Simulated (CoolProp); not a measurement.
Vapour-liquid equilibrium of n-heptane (1) + ethylbenzene (2) at 15.25 °C; x and y are mole fractions of (1).

The numbers come from the multi-fluid Helmholtz-energy mixture model, Span 2003 and Zhou 2012; pair parameters Bell 2016 in CoolProp.

| x | bubble pressure (MPa) | y at the bubble point | dew pressure at overall composition x (MPa) | liquid density (mol/L) |
|---|---|---|---|---|
| 0.05 | 0.0009624 | 0.293 | 0.0007483 | 8.125 |
| 0.15 | 0.001388 | 0.556 | 0.0008240 | 7.972 |
| 0.25 | 0.001744 | 0.682 | … | 7.824 |
| 0.35 | 0.002052 | 0.759 | 0.001032 | 7.681 |
| 0.45 | 0.002327 | 0.813 | 0.001179 | … |
| 0.55 | 0.002581 | 0.855 | 0.001373 | 7.409 |
| 0.65 | 0.002823 | 0.891 | … | 7.280 |
| 0.75 | 0.003061 | 0.924 | 0.002012 | 7.155 |
| 0.85 | 0.003300 | 0.954 | 0.002547 | 7.035 |
| 0.95 | … | … | 0.003264 | 6.920 |

Task: Fill in the missing entries.

Result: 
- 0.25, dew pressure at overall composition x (MPa): 0.0009165
- 0.45, liquid density (mol/L): 7.542
- 0.65, dew pressure at overall composition x (MPa): 0.001638
- 0.95, bubble pressure (MPa): 0.003545
- 0.95, y at the bubble point: 0.985

No azeotrope shows between x = 0.05 and 0.95.

Pair parameters are fitted to limited data, so mixtures are less certain than the pure fluids.
